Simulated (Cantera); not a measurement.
Feed: 1 mol Si₃N₄, 0.53 mol CO₂, 2.5 mol N₂, at 1550 K and 13.3 mbar.

These are equilibrium values from Cantera (NASA tables, ideal gas, pure condensed phases), not measurements of a reactor. Candidate condensed phases: C, Si, SiC, SiO₂, Si₂N₂O, Si₃N₄; 34 gas species. Mutual solubility and eutectic melting of coexisting phases are not modelled. The numbers say what is thermodynamically allowed, not how fast it happens.

Base state: N₂ 0.999, CO 0.000737, SiO 4.41e-5 (mole fractions); condensed: SiC(s) + Si₂N₂O(s) + Si₃N₄(s).

Problem. What changes in the equilibrium state with this change: pressure from 13.3 mbar to 1 atm?

Solution. 
```json
[
 {"species": "N₂", "before": "0.999", "after": "1.000"},
 {"species": "CO", "before": "0.000737", "after": "0.000205"},
 {"species": "SiO", "before": "4.41e-5", "after": "1.37e-7"},
 {"species": "SiC(s), mol", "before": "0.528", "after": "0"},
 {"species": "Si₂N₂O(s), mol", "before": "1.06", "after": "1.06"},
 {"species": "Si₃N₄(s), mol", "before": "0.119", "after": "0.294"},
 {"species": "C(graphite), mol", "before": "0", "after": "0.529"}
]
```
